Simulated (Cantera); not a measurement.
Cantera run, input and output.

```python
import numpy as np
import cantera as ct

gas = ct.Solution("gri30.yaml")
gas.TPX = 1525, 390000, {'CH4': 1, 'H2O': 1.4}
inlet = ct.Reservoir(gas, clone=True)

reactor = ct.IdealGasConstPressureReactor(gas, energy="off", clone=False)
exhaust = ct.Reservoir(gas, clone=True)
tau = [12, 3.5, 1.1, 0.32, 0.097, 0.029, 0.0088, 0.0026, 0.0008, 0.00024][0]
for a, b in ((inlet, reactor), (reactor, exhaust)):
    ct.MassFlowController(a, b, mdot=lambda t: reactor.mass / tau)
net = ct.ReactorNet([reactor])
show = ['CH4', 'H2O', 'H2', 'O', 'C2H']

rows = []
print(f"{'tau/s':>10s}{'T/K':>9s}" + "".join(f"{s:>11s}" for s in show))
for tau in [12, 3.5, 1.1, 0.32, 0.097, 0.029, 0.0088, 0.0026, 0.0008, 0.00024]:
    net.initial_time = 0.0
    net.advance(30 * tau)
    before = gas.X
    net.advance(40 * tau)
    drift = np.max(np.abs(gas.X - before) / (gas.X + 1e-9))
    rows.append([gas.T, *gas[show].X, drift])
    print(f"{tau:10.3e}{gas.T:9.1f}" + "".join(f"{x:11.3e}" for x in gas[show].X))
```

It prints:

```
     tau/s      T/K        CH4        H2O         H2          O        C2H
 1.200e+01   1525.0  1.162e-01  2.650e-01  4.675e-01  1.511e-12  7.152e-10
 3.500e+00   1525.0  1.340e-01  3.336e-01  4.010e-01  1.702e-12  1.412e-09
 1.100e+00   1525.0  1.489e-01  3.996e-01  3.380e-01  1.813e-12  2.158e-09
 3.200e-01   1525.0  1.830e-01  4.617e-01  2.641e-01  1.963e-12  2.475e-09
 9.700e-02   1525.0  2.506e-01  5.104e-01  1.769e-01  2.566e-12  1.994e-09
 2.900e-02   1525.0  3.268e-01  5.477e-01  9.202e-02  4.129e-12  1.131e-09
 8.800e-03   1525.0  3.790e-01  5.706e-01  3.576e-02  6.248e-12  3.828e-10
 2.600e-03   1525.0  4.048e-01  5.806e-01  9.540e-03  6.790e-12  4.999e-11
 8.000e-04   1525.0  4.134e-01  5.829e-01  2.124e-03  4.858e-12  2.338e-12
 2.400e-04   1525.0  4.158e-01  5.833e-01  4.867e-04  2.825e-12  5.607e-14
```

Cantera simulation using GRI-Mech 3.0 (53 species, 325 reactions); the numbers are that mechanism's predictions, not measurements.
